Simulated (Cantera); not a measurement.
What does this Cantera script print?

```python
import numpy as np
import cantera as ct

gas_names = """
    Cu CuO Cu2 H HNO HNO2 HNO3 HO2 H2 H2O H2O2 N NH NH2 NH3 NH2OH NO NO2 NO3 N2 N2H2 N2H4 N2O O OH O2 O3
""".split()
cond_names = """
    Cu(cr) Cu(L) CuO(s) CuO2H2(s) Cu2O(s) Cu2O(L) H2O(s) H2O(L)
""".split()


# ... load() reads the species with a 1 bar reference pressure and builds the phases ...
atoms = {
    'Cu': {'Cu': 1},
    'H2O': {'H': 2, 'O': 1},
    'N2': {'N': 2},
    'NH3': {'N': 1, 'H': 3},
}
top_T = {'CuO(s)': 1390}  # K; cautious upper limits of use, not melting points


# ... equilibrate(T, P, feed) seeds the gas with the atoms and calls Mixture.equilibrate('TP', solver="vcs", rtol=1e-11, max_steps=5000) ...
results = []
feed = {'Cu': 1, 'H2O': 1.2, 'N2': 3.8, 'NH3': 2.6}  # mol
P = 40  # Pa
for T in [1200, 1250, 1300, 1350, 1400, 1450, 1500, 1550, 1600, 1650, 1700, 1750]:
    mix = equilibrate(T, P, feed)
    results.append((T, P, feed, dict(zip(mix.species_names, mix.species_moles))))

top = {s: max(r[3][s] / sum(r[3][g] for g in gas_names) for r in results) for s in gas_names}
cols = sorted((s for s in top if top[s] > 1e-06), key=lambda s: -top[s])[:8]
seen = [c for c in cond_names if any(r[3].get(c, 0) > 1e-12 for r in results)]
print("log10 of partial pressures in bar; condensed amounts in mol")
print(f"{'T/K':>10s}" + "".join(f"{s[:9]:>10s}" for s in cols + seen))
for T, P, feed, n in results:
    ng = sum(n[g] for g in gas_names)
    print(f"{T:10.4g}" + "".join(f"{np.log10(max(n[s] / ng * P / 1e5, 1e-99)):10.3f}" for s in cols)
          + "".join(f"{n.get(c, 0):10.4g}" for c in seen))
```

It prints:

```
log10 of partial pressures in bar; condensed amounts in mol
       T/K        N2        H2       H2O        Cu         H        OH       Cu2        NO    Cu(cr)     Cu(L)
      1200    -3.699    -3.815    -4.327    -7.911    -8.613   -11.222   -12.458   -13.575    0.9997         0
      1250    -3.699    -3.816    -4.327    -7.334    -8.223   -10.722   -11.640   -12.982    0.9988         0
      1300    -3.699    -3.816    -4.328    -6.802    -7.864   -10.260   -10.888   -12.435     0.996         0
      1350    -3.700    -3.816    -4.328    -6.310    -7.531    -9.832   -10.193   -11.927    0.9875         0
      1400    -3.700    -3.817    -4.329    -5.870    -7.222    -9.435    -9.580   -11.456         0    0.9655
      1450    -3.703    -3.819    -4.331    -5.464    -6.934    -9.066    -9.016   -11.018         0    0.9115
      1500    -3.708    -3.825    -4.337    -5.085    -6.667    -8.723    -8.492   -10.611         0    0.7857
      1550    -3.720    -3.837    -4.348    -4.731    -6.420    -8.405    -8.003   -10.232         0    0.5028
      1600    -3.740    -3.857    -4.368    -4.448    -6.193    -8.112    -7.641    -9.882         0         0
      1650    -3.740    -3.858    -4.369    -4.448    -5.971    -7.826    -7.833    -9.543         0         0
      1700    -3.741    -3.860    -4.369    -4.448    -5.762    -7.558    -8.015    -9.224         0         0
      1750    -3.741    -3.862    -4.370    -4.449    -5.564    -7.304    -8.187    -8.922         0         0
```

Equilibrium computed with Cantera from the NASA thermochemical tables; the gas is ideal and each condensed phase is pure.
